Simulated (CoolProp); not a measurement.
Dimethyl carbonate along the isotherm 413.5 K: density (kg/m³) from the reference equation and from simpler models built on Tc = 557.0 K, pc = 4909 kPa, ω = 0.346; each cubic takes its own stable root.

Values from CoolProp's reference Helmholtz-energy equation of state, Zhou 2011.

| p (kPa) | phase | reference | van der Waals | Redlich-Kwong |
|---|---|---|---|---|
| 2050 | liquid | 902.3 | 528.7 | 759.6 |
| 4090 | liquid | 906.9 | 540.0 | 769.1 |
| 6140 | liquid | 911.3 | 549.5 | 777.7 |
| 8180 | liquid | 915.5 | 557.5 | 785.6 |
| 10200 | liquid | 919.5 | 564.6 | 792.9 |
| 12300 | liquid | 923.4 | 571.1 | 799.8 |
| 14300 | liquid | 927.1 | 576.7 | 806.0 |
| 16400 | liquid | 930.8 | 582.1 | 812.1 |
| 18400 | liquid | 934.3 | 586.8 | 817.6 |
| 20500 | liquid | 937.8 | 591.3 | 823.1 |
| 22500 | liquid | 941.0 | 595.3 | 828.0 |
| 24500 | liquid | 944.2 | 599.1 | 832.6 |
